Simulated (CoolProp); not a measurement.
Saturation properties of R113 (Tc = 487.2 K, pc = 3392 kPa, ω = 0.253).

Model: reference Helmholtz-energy equation of state, Marx 1992, in CoolProp.

| T (K) | p (kPa) | liquid density (kg/m³) | liquid cp (kJ/(kg K)) | vapour Z | surface tension (mN/m) |
|---|---|---|---|---|---|
| 341.6 | 192.7 | 1455 | 0.9636 | 0.9348 | (withheld) |
| 352.8 | (withheld) | 1426 | (withheld) | 0.9186 | 11.3 |
| 364 | 350.1 | 1395 | 0.9923 | 0.9001 | 10.1 |
| 375.1 | 457.0 | 1363 | 1.009 | 0.8793 | (withheld) |
| 386.3 | 588.0 | 1329 | (withheld) | 0.8556 | (withheld) |
| 397.5 | 745.0 | 1294 | 1.049 | 0.8290 | 6.82 |
| 408.6 | 929.5 | 1257 | 1.074 | (withheld) | 5.79 |
| 419.8 | 1148 | 1216 | 1.106 | 0.7661 | 4.79 |

Question: Fill in the missing entries.

Answer: 
- 341.6, surface tension (mN/m): 12.4
- 352.8, p (kPa): 262.5
- 352.8, liquid cp (kJ/(kg K)): 0.9774
- 375.1, surface tension (mN/m): 8.99
- 386.3, liquid cp (kJ/(kg K)): 1.027
- 386.3, surface tension (mN/m): 7.89
- 408.6, vapour Z: 0.7995

It boils at 320.7 K under 1 atm.

Surface tension comes from a separate correlation (Mulero 2012).
